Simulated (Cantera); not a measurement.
A closed system holds: 1 mol Si3N4, 0.018 mol O2, 510 mol H2, 0.0041 mol H2O, at 1330 Pa.

Equilibrium computed with Cantera from the NASA thermochemical tables; the gas is ideal and each condensed phase is pure. Candidate condensed phases: H2O, Si, SiO2, Si2N2O, Si3N4; 35 gas species. Mutual solubility and eutectic melting of coexisting phases are not modelled. Gases not in the tables: Si2H6 and higher silanes. Equilibrium is a limit: real reactors are often held back by kinetics, nucleation or transport.

Q: Which condensed phases are stable at each of these points (T (K)): 925, 1025, 1125, 1225, 1325, 1425, 1525, 1625, 1725, 1825, 1925, 2025?

A: 
```tsv
T (K)	condensed phases	Si condensed (%)
925	Si2N2O(s) + Si3N4(s)	100.0
1025	Si2N2O(s) + Si3N4(s)	100.0
1125	Si2N2O(s) + Si3N4(s)	100.0
1225	Si2N2O(s) + Si3N4(s)	100.0
1325	Si(s) + Si2N2O(s) + Si3N4(s)	100.0
1425	Si(s) + Si2N2O(s) + Si3N4(s)	99.8
1525	Si(s)	98.6
1625	Si(s)	98.3
1725	Si(l)	96.8
1825	Si(l)	91.3
1925	Si(l)	72.3
2025	Si(l)	12.9
```

From 925 K to 1225 K the condensed part is Si2N2O(s) + Si3N4(s). From 1325 K to 1425 K the condensed part is Si(s) + Si2N2O(s) + Si3N4(s). From 1525 K to 1625 K the condensed part is Si(s). From 1725 K to 2025 K the condensed part is Si(l).
